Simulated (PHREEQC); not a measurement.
Solution (25 °C): 0.13 mol/kgw LiCl, 0.0024 mol/kgw (CH3)4NF, 0.0003 mol/kgw ZnCl2 and 0.00021 mol/kgw TMAH. Closed to the air; pH follows from the charge balance.

The numbers come from PHREEQC with the ion-association model, phreeqc.dat.

This is a speciation only: nothing precipitates in the calculation.

Problem. Estimate the pH, specific conductance, density.

Solution. pH 8.53; specific conductance 12300 µS/cm; density 1.001 g/cm³.

Problem. In which forms is Zn present?

Solution. Zn+2 47 %, Zn(OH)2 22 %, ZnOHCl 17 %, ZnOH+ 7.7 %, ZnCl+ 5.6 %, ZnF+ 0.5 % of the Zn.

Examples of supersaturated solids here: Zn(OH)2(e). Others may be too. (CH3)4N+ isn't in the database: it is added as a free cation with an ion size of 4 Å.
